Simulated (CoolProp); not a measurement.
Vapour-liquid equilibrium of cyclohexane (1) + benzene (2) at 0.02 MPa; x and y are mole fractions of (1).

Model: multi-fluid Helmholtz-energy mixture model, Zhou 2014 and Thol 2012; pair parameters Bell 2016, in CoolProp.

```
x     bubble temperature (K)  y at the bubble point  dew temperature at overall composition x (K)  liquid density (mol/L)
----  ----------------------  ---------------------  --------------------------------------------  ----------------------
0.05                   307.7                  0.078                                         307.9                   10.93
0.2                    306.2                  0.253                                         306.6                   10.60
0.35                   305.6                  0.383                                         305.7                   10.28
0.5                    305.4                  0.498                                         305.4                   9.981
0.65                   305.6                  0.617                                         305.8                   9.697
0.8                    306.3                  0.754                                         306.6                   9.427
0.95                   307.5                  0.929                                         307.7                   9.168
```

y crosses x between x = 0.35 and 0.5: the model has an azeotrope there.

The pair parameters rest on a limited set of measurements; away from them the model extrapolates.
